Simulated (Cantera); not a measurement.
**Nitride etching: Si3N4 + H2O**

A closed system holds: 1 mol Si3N4, a varied amount of H2O, held at 2148 K and 13300 Pa.

Method: chemical equilibrium by Gibbs-energy minimisation in Cantera with the NASA 1993 tables (ideal gas, pure condensed phases). Candidate condensed phases: H2O, Si, SiO2, Si2N2O, Si3N4; 35 gas species. The tables' values for SiN, SiO2 are old estimates; treat these amounts as uncertain. The tables hold silica as quartz up to 1696 K and as liquid above; real silica turns to tridymite and cristobalite and melts near 1996 K. Gases not in the tables: Si(OH)4, Si2H6 and higher silanes. Equilibrium is a limit: real reactors are often held back by kinetics, nucleation or transport.

```csv
n(H2O) (mol),x H2,x N2,x SiO,x H2O,x H,x Si,x OH,n Si(l),n SiO2(l)
0.55,0.174,0.642,0.177,1.98e-6,0.00476,0.00165,6.98e-9,2.44,0
1.1,0.258,0.474,0.261,4.33e-6,0.00579,0.00165,1.25e-8,1.89,0
1.6,0.303,0.383,0.306,5.97e-6,0.00628,0.00165,1.60e-8,1.39,0
2.1,0.334,0.321,0.337,7.24e-6,0.00659,0.00165,1.84e-8,0.887,0
2.7,0.359,0.269,0.363,8.40e-6,0.00684,0.00165,2.06e-8,0.284,0
3.2,0.388,0.248,0.352,0.00507,0.00711,2.86e-6,1.20e-5,0,0.159
3.7,0.447,0.247,0.291,0.00705,0.00763,1.96e-6,1.55e-5,0,0.643
4.2,0.504,0.246,0.232,0.01000,0.00810,1.24e-6,2.07e-5,0,1.12
4.8,0.567,0.245,0.163,0.0160,0.00860,6.14e-7,3.13e-5,0,1.67
5.3,0.613,0.242,0.110,0.0255,0.00893,2.82e-7,4.79e-5,0,2.09
5.8,0.642,0.238,0.0676,0.0437,0.00914,1.05e-7,8.02e-5,0,2.43
6.3,0.646,0.230,0.0400,0.0744,0.00918,3.69e-8,0.000136,0,2.65
6.9,0.627,0.218,0.0237,0.122,0.00904,1.30e-8,0.000226,0,2.78
```
x: gas mole fraction; n: condensed amount in mol.

From 0.55 mol H2O to 2.7 mol H2O the condensed part is Si(l). From 3.2 mol H2O to 6.9 mol H2O the condensed part is SiO2(l). The share of Si in condensed phases is highest at 6.9 mol H2O (92.8 %) and lowest at 3.2 mol H2O (5.3 %).
